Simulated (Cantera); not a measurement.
Feed: 1 mol AlN, a varied amount of HCl, at 1325 K and 9.75 Torr.

Equilibrium computed with Cantera from the NASA thermochemical tables; the gas is ideal and each condensed phase is pure. Candidate condensed phases: Al, AlCl₃, AlN, NH₄Cl; 20 gas species. Equilibrium is a limit: real reactors are often held back by kinetics, nucleation or transport.

Task: Which condensed phases are stable at each of these points (n(HCl) (mol)): 2.2, 2.8, 3.5, 4.5, 5.6, 7.2, 9.1, 11, 15, 18, 23?

Result: 
| n(HCl) (mol) | condensed phases | Al condensed (%) |
|---|---|---|
| 2.2 | AlN(s) | 35.6 |
| 2.8 | AlN(s) | 18.0 |
| 3.5 | gas only | 0.0 |
| 4.5 | gas only | 0.0 |
| 5.6 | gas only | 0.0 |
| 7.2 | gas only | 0.0 |
| 9.1 | gas only | 0.0 |
| 11 | gas only | 0.0 |
| 15 | gas only | 0.0 |
| 18 | gas only | 0.0 |
| 23 | gas only | 0.0 |

From 2.2 mol HCl to 2.8 mol HCl the condensed part is AlN(s). From 3.5 mol HCl to 23 mol HCl nothing is condensed.
